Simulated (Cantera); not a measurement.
Input: 1 mol SiCl4, 0.83 mol NH3, 7.9 mol N2, held at 0.100 bar.

Method: chemical equilibrium by Gibbs-energy minimisation in Cantera with the NASA 1993 tables (ideal gas, pure condensed phases). Candidate condensed phases: NH4Cl, Si, Si3N4; 28 gas species. Rates play no part.

Over these rows the condensed part is Si3N4(s). Partial pressures as log10 of bar:

```tsv
T (K)	1000/T (1/K)	log p Cl	log p N2	log p HCl	log p SiCl4	log p H2
1348	0.7418	-6.25	-1.13	-1.78	-2.33	-2.49
1398	0.7153	-5.94	-1.13	-1.78	-2.36	-2.50
1448	0.6906	-5.66	-1.13	-1.78	-2.42	-2.50
1498	0.6676	-5.40	-1.13	-1.79	-2.51	-2.49
1548	0.6460	-5.18	-1.13	-1.81	-2.65	-2.47
1598	0.6258	?	-1.13	-1.83	-2.86	-2.43
```

Question: Fit log p(Cl) = a + b·(1000/T) to the five rows, give the apparent enthalpy, and predict the row at 1598 K.

Answer: Means: 1000/T = 0.6923, log p = -5.686. Sxy = -0.064296, Sxx = 0.0057359, so b = -11.21 and a = -5.686 − (-11.21)×0.6923 = 2.07.
Apparent enthalpy: −19.145 × (-11.21) = 215 kJ/mol. With the condensed phases at unit activity, 1/6 N2(g) + 1/4 SiCl4(g) = Cl(g) + 1/12 Si3N4(s) links this pressure to the main gases: over the six rows their terms move log p by -0.13 in all, so the slope isn't that reaction's ΔH° alone. The five rows lie within 0.01 of the line.
Prediction at 1598 K: 2.07 + (-11.21)×0.6258 = -4.95. The computed value is -4.99, 0.04 from the line.
